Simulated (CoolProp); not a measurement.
Ethylbenzene along the isotherm 105.95 °C: Z from the reference equation and from simpler models built on Tc = 344.0 °C, pc = 36.22 bar, ω = 0.304; each cubic takes its own stable root.

Computed with CoolProp (reference Helmholtz-energy equation of state, Zhou 2012).

```
p (bar)   phase  reference  van der Waals  Redlich-Kwong  Soave-Redlich-Kwong
-------  ------  ---------  -------------  -------------  -------------------
13.9     liquid    0.05917         0.1016        0.06931              0.06677
27.9     liquid     0.1185         0.2019         0.1384               0.1336
41.8     liquid     0.1772         0.3000         0.2065               0.1995
55.7     liquid     0.2356         0.3968         0.2739               0.2650
69.7     liquid     0.2942         0.4931         0.3413               0.3307
83.6     liquid     0.3522         0.5877         0.4078               0.3955
97.5     liquid     0.4100         0.6813         0.4738               0.4600
111      liquid     0.4659         0.7716         0.5375               0.5224
125      liquid     0.5236         0.8644         0.6031               0.5868
139      liquid     0.5812         0.9566         0.6684               0.6509
153      liquid     0.6386          1.048         0.7334               0.7147
167      liquid     0.6958          1.139         0.7980               0.7783
181      liquid     0.7528          1.230         0.8623               0.8417
```
